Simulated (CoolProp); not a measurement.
A single-stage vapour-compression cycle with R245fa: evaporating at 287.15 K (dew point), condensing at 323.15 K (bubble point), superheat 2 K, subcooling 5 K, compressor efficiency 0.75, no pressure losses. Each further row changes one setting.

Model: reference Helmholtz-energy equation of state, Akasaka 2015, in CoolProp.

```csv
case,cooling COP,pressure ratio,discharge temperature (K),refrigerating effect (kJ/kg),volumetric capacity (kJ/m³)
as stated,[?],3.54,327.9,158,890
evaporating temperature 292.15 K,[?],2.91,[?],162,[?]
condensing temperature 318.15 K,6.33,[?],323.0,165,929
subcooling 10 K,5.54,3.54,327.9,165,929
superheat 12 K,5.38,3.54,338.1,[?],[?]
compressor efficiency 0.65,4.60,3.54,332.6,158,890
```

**Question.** Complete the blanks.

**Answer.** 
- as stated, cooling COP: 5.31
- evaporating temperature 292.15 K, cooling COP: 6.41
- evaporating temperature 292.15 K, discharge temperature (K): 327.2
- evaporating temperature 292.15 K, volumetric capacity (kJ/m³): 1100
- condensing temperature 318.15 K, pressure ratio: 3.03
- superheat 12 K, refrigerating effect (kJ/kg): 167
- superheat 12 K, volumetric capacity (kJ/m³): 904
